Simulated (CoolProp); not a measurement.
A single-stage vapour-compression cycle with the fluid: evaporating at 244.15 K (dew point), condensing at 302.15 K (bubble point), superheat 8 K, subcooling 0 K, compressor efficiency 0.9, no pressure losses. The same conditions are run with several fluids, on thermodynamics alone (safety and materials aside).

Values from CoolProp's reference Helmholtz-energy equation of state of each fluid (C3F8 (R218): Lemmon 2006; R152A: Outcalt 1996; R404A: Lemmon 2003; R236FA: Pan 2012; n-perfluorobutane: Gao 2022; R124: de Vries 1995). Blends and air are pseudo-pure fits.

Problem. Rank C3F8 (R218), R152A, R404A, R236FA, n-perfluorobutane, R124 by cooling COP, highest first.

Solution. R152A (2.99), R124 (2.90), R236FA (2.81), R404A (2.59), n-perfluorobutane (2.19), C3F8 (R218) (2.10)

```json
[
 {"fluid": "C3F8 (R218)", "pressure ratio": "6.78", "discharge temperature (K)": "302.2", "refrigerating effect (kJ/kg)": "45.6", "volumetric capacity (kJ/m³)": "618"},
 {"fluid": "R152A", "pressure ratio": "8.29", "discharge temperature (K)": "341.9", "refrigerating effect (kJ/kg)": "243", "volumetric capacity (kJ/m³)": "640"},
 {"fluid": "R404A", "pressure ratio": "6.61", "discharge temperature (K)": "321.8", "refrigerating effect (kJ/kg)": "114", "volumetric capacity (kJ/m³)": "1200"},
 {"fluid": "R236FA", "pressure ratio": "11.3", "discharge temperature (K)": "307.7", "refrigerating effect (kJ/kg)": "109", "volumetric capacity (kJ/m³)": "221"},
 {"fluid": "n-perfluorobutane", "pressure ratio": "10.3", "discharge temperature (K)": "302.1", "refrigerating effect (kJ/kg)": "48.1", "volumetric capacity (kJ/m³)": "164"},
 {"fluid": "R124", "pressure ratio": "9.24", "discharge temperature (K)": "316.4", "refrigerating effect (kJ/kg)": "116", "volumetric capacity (kJ/m³)": "361"}
]
```

The compression ends wet for: C3F8 (R218); n-perfluorobutane.
